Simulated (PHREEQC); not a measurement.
HCl is added in steps, without added water, to 1 kg of water holding 0.047 mol NaH2PO4 and 0.025 mol KOH, at 25 °C. Oxygen is held at 0.21 atm. CO2 from the air is kept out. Only these solids could form: Halite.

Base run: PHREEQC, ion-association model, wateq4f.dat. Each further column changes one thing. The table gives pH.

```tsv
HCl added (mol)	base	NaH2PO4 from 0.047 to 0.0423 mol/kgw	KOH from 0.025 to 0.05 mol/kgw	diluted 2-fold with water	no solid may form
0	6.93	7.04	10.53	___	6.93
0.004125	6.78	6.87	___	6.70	6.78
0.00825	6.62	6.70	7.73	___	6.62
0.01031	6.54	6.61	___	5.98	6.54
0.01444	6.35	6.41	7.32	3.30	6.35
0.01856	6.09	6.15	7.14	2.77	6.09
0.02269	5.61	5.67	6.98	2.50	5.61
0.02475	4.78	4.82	6.90	2.40	4.78
0.02888	3.21	3.17	6.75	2.24	3.21
0.033	2.87	2.83	___	2.11	2.87
```

Problem. Fill in the missing entries.

Solution. 
- 0, diluted 2-fold with water: 7.00
- 0.004125, KOH from 0.025 to 0.05 mol/kgw: 8.43
- 0.00825, diluted 2-fold with water: 6.30
- 0.01031, KOH from 0.025 to 0.05 mol/kgw: 7.56
- 0.033, KOH from 0.025 to 0.05 mol/kgw: 6.60

H3PO4, which wateq4f.dat lacks, is added to it with the constant of phreeqc.dat.
